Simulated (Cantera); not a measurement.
Gas mixture: 100 % N2, at 0.555 Torr, frozen composition.

Cantera's kinetic-theory transport with the Lennard-Jones parameters of GRI-Mech 3.0, ideal gas; thermal conductivity in the mixture-averaged form.

One state of this run: ρ (kg/m³) = 0.000249; cp (J/kg/K) = 1169; μ (µPa s) = 41.5; λ (mW/m/K) = 68.6; Pr = 0.708; D (cm²/s) H2 = 8010; D (cm²/s) NH3 = 2690; D (cm²/s) OH = 3350. D: mixture-averaged diffusion coefficient of that species in the mixture.

**Question.** Which value of T (K) does it belong to?
A. 1450
B. 1000
C. 700
D. 550

**Answer.** B, 1000
